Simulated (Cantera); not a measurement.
Input: 1 mol Si₂H₆, 1.2 mol O₂, 0.28 mol H₂, at 0.0630 Torr.

Equilibrium computed with Cantera from the NASA thermochemical tables; the gas is ideal and each condensed phase is pure. Candidate condensed phases: H₂O, Si, SiO₂; 18 gas species. The feed counts by its element totals alone. Mutual solubility and eutectic melting of coexisting phases are not modelled. The tables hold silica as quartz up to 1696 K and as liquid above; real silica turns to tridymite and cristobalite and melts near 1996 K. Rates play no part. All values below are at 1225 K.

Base state: H₂ 0.987, SiO 0.0129, H 3.38e-5 (mole fractions); condensed: Si(s) + SiO₂(β-quartz).

### Question
What changes in the equilibrium state with this change: O₂ from 1.2 to 18 mol?

### Answer
```json
[
 {"species": "O₂", "before": "<1e-9", "after": "0.814"},
 {"species": "H₂O", "before": "8.67e-8", "after": "0.186"},
 {"species": "OH", "before": "<1e-9", "after": "8.34e-5"},
 {"species": "H₂", "before": "0.987", "after": "4.75e-7"},
 {"species": "SiO", "before": "0.0129", "after": "<1e-9"},
 {"species": "H", "before": "3.38e-5", "after": "2.34e-8"},
 {"species": "Si(s), mol", "before": "0.779", "after": "0"},
 {"species": "SiO₂(β-quartz), mol", "before": "1.18", "after": "2.00"}
]
```

### Question
What changes in the equilibrium state with this change: Si₂H₆ replaced by TEOS?

### Answer
| species | before | after |
|---|---|---|
| H₂ | 0.987 | 0.616 |
| CO | 0 | 0.384 |
| SiO | 0.0129 | 0.000182 |
| H | 3.38e-5 | 2.67e-5 |
| Si(s), mol | 0.779 | 0 |
| SiO₂(β-quartz), mol | 1.18 | 0 |
| C(graphite), mol | 0 | 0.606 |
| SiC(s), mol | 0 | 0.997 |
Further candidate phases: C, C₆H₆, C₇H₈, C₈H₁₈, SiC.
